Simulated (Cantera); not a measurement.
An isothermal, constant-pressure homogeneous reactor starts with CH4 : N2 = 1 : 1.6 (molar parts), at 1700 K and 0.0900 Torr. Integrator tolerance rtol = 1e-08.

Computed with Cantera and GRI-Mech 3.0 (53 species, 325 reactions). GRI-Mech 3.0 stops at C3 and has no aromatics, soot or wall deposition, so with more carbon than oxygen in the feed, carbon stays in small species such as C2H2 where larger ones or solid carbon would form. Radical loss at walls, strong at low pressure, is not modelled.

Q: What does this change do: pressure from 0.0900 Torr to 12.8 Torr?

A: 
```csv
quantity,before,after
x(CH4) at 200 s,0.00157 (gas-phase equilibrium 1.17e-6),0.000215 (gas-phase equilibrium 0.000169)
x(H2) at 200 s,0.413 (gas-phase equilibrium 0.411),0.416 (gas-phase equilibrium 0.416)
x(CH3) at 200 s,0.000151 (gas-phase equilibrium 5.02e-7),7.67e-6 (gas-phase equilibrium 6.06e-6)
x(C2H) at 200 s,3.67e-6 (gas-phase equilibrium 1.01e-5),1.37e-6 (gas-phase equilibrium 8.45e-7)
x(C2H6) at 200 s,1.36e-8 (gas-phase equilibrium <1e-12),7.53e-10 (gas-phase equilibrium 4.68e-10)
x(H) at 200 s,0.00197 (gas-phase equilibrium 0.00868),0.000734 (gas-phase equilibrium 0.000734)
```

Q: What does this change do: temperature 1700 to 1400 K?

A: 
```
quantity                                            before                                     after
----------------  ----------------------------------------  ----------------------------------------
x(CH4) at 200 s    0.00157 (gas-phase equilibrium 1.17e-6)     0.311 (gas-phase equilibrium 2.67e-5)
x(H2) at 200 s         0.413 (gas-phase equilibrium 0.411)      0.0728 (gas-phase equilibrium 0.416)
x(CH3) at 200 s   0.000151 (gas-phase equilibrium 5.02e-7)   0.00101 (gas-phase equilibrium 3.71e-7)
x(C2H) at 200 s    3.67e-6 (gas-phase equilibrium 1.01e-5)   3.03e-9 (gas-phase equilibrium 6.37e-8)
x(C2H6) at 200 s    1.36e-8 (gas-phase equilibrium <1e-12)  4.13e-5 (gas-phase equilibrium 3.82e-12)
x(H) at 200 s      0.00197 (gas-phase equilibrium 0.00868)  1.33e-5 (gas-phase equilibrium 0.000288)
```

Q: What does this change do: pressure from 0.0900 Torr to 1.01 bar?

A: 
```json
[
 {"quantity": "x(CH4) at 200 s", "before": "0.00157 (gas-phase equilibrium 1.17e-6)", "after": "0.0119 (gas-phase equilibrium 0.00949)"},
 {"quantity": "x(H2) at 200 s", "before": "0.413 (gas-phase equilibrium 0.411)", "after": "0.402 (gas-phase equilibrium 0.405)"},
 {"quantity": "x(CH3) at 200 s", "before": "0.000151 (gas-phase equilibrium 5.02e-7)", "after": "5.62e-5 (gas-phase equilibrium 4.46e-5)"},
 {"quantity": "x(C2H) at 200 s", "before": "3.67e-6 (gas-phase equilibrium 1.01e-5)", "after": "1.72e-7 (gas-phase equilibrium 1.06e-7)"},
 {"quantity": "x(C2H6) at 200 s", "before": "1.36e-8 (gas-phase equilibrium <1e-12)", "after": "2.40e-6 (gas-phase equilibrium 1.51e-6)"},
 {"quantity": "x(H) at 200 s", "before": "0.00197 (gas-phase equilibrium 0.00868)", "after": "9.35e-5 (gas-phase equilibrium 9.39e-5)"}
]
```
